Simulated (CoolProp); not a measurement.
Properties of ethane along the isotherm 390.1 K.

The numbers come from the reference Helmholtz-energy equation of state, Bücker 2006 in CoolProp.

```csv
p (MPa),phase,density (kg/m³),cv (kJ/(kg K)),isothermal compressibility (1/MPa),Prandtl number,fugacity coefficient
0.0385,gas,0.3574,1.858,26.01,0.743,0.9988
0.0877,gas,0.8153,1.858,11.43,0.744,0.9972
0.2,gas,1.866,1.860,5.032,0.746,0.9937
0.454,gas,4.270,1.863,2.235,0.752,0.9858
1.03,gas,9.872,1.870,1.004,0.765,0.9679
2.35,gas,23.57,1.888,0.4611,0.801,0.9279
5.35,supercritical,60.19,1.933,0.2277,0.926,0.8415
12.2,supercritical,176.3,2.014,0.1012,1.46,0.6756
```

Viscosity comes from a separate model (Friend 1991). Thermal conductivity comes from a separate model (Friend 1991).
